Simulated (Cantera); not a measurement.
**Hydrocarbon pyrolysis for carbon deposition**

A perfectly stirred reactor is fed with 23.3 % CH₄, 76.7 % H₂, at 0.00610 bar; it is held at 1723 K, and followed from long to short residence time.

Detailed kinetics in Cantera: GRI-Mech 3.0 (53 species, 325 reactions). GRI-Mech 3.0 stops at C3 and has no aromatics, soot or wall deposition, so with more carbon than oxygen in the feed, carbon stays in small species such as C2H2 where larger ones or solid carbon would form. Radical loss at walls, strong at low pressure, is not modelled.

```tsv
τ (s)	x CH₄	x H₂	x CH₂	x C₂H₂	x C₂H	x C₂H₆
6.5	0.0249	0.889	1.08e-6	0.0837	8.25e-7	1.96e-6
3.2	0.0376	0.881	1.27e-6	0.0783	7.03e-7	3.97e-6
1.5	0.0571	0.870	1.49e-6	0.0701	5.73e-7	8.06e-6
0.75	0.0809	0.855	1.69e-6	0.0600	4.52e-7	1.45e-5
0.36	0.112	0.837	1.88e-6	0.0465	3.23e-7	2.46e-5
0.18	0.146	0.816	1.96e-6	0.0321	2.03e-7	3.62e-5
0.086	0.182	0.795	1.83e-6	0.0170	9.27e-8	4.48e-5
0.042	0.211	0.778	1.30e-6	0.00556	2.29e-8	3.85e-5
0.020	0.228	0.769	4.90e-7	0.000611	1.38e-9	1.58e-5
0.0099	0.231	0.768	1.29e-7	3.48e-5	3.77e-11	4.06e-6
0.0048	0.232	0.767	3.11e-8	1.62e-6	<1e-12	8.85e-7
```
x: mole fraction; the columns are a selection and need not sum to one.
